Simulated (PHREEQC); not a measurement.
A solution holds 0.0074 mol Na2SeO3, 0.011 mol HCl and 0.00024 mol NaCl per kg of water, at 25 °C. Closed to the air; pH follows from the charge balance.

Model: ion-association model, wateq4f.dat, run in PHREEQC.

```csv
quantity,before,after
pH,2.99,3.14
HSeO3- (mol/kgw),0.00493,0.00269
SeO3-2 (mol/kgw),2.25e-8,1.55e-8
SI of Halite (NaCl),-5.46,-6.04
```

### Question
Name the change that produced these shifts.
A) NaCl from 0.00024 to 0.00048 mol/kgw
B) HCl left out
C) NaCl left out
D) diluted 2-fold with water
E) temperature from 25 to 70 °C

### Answer
D, diluted 2-fold with water

No solid was allowed to form.
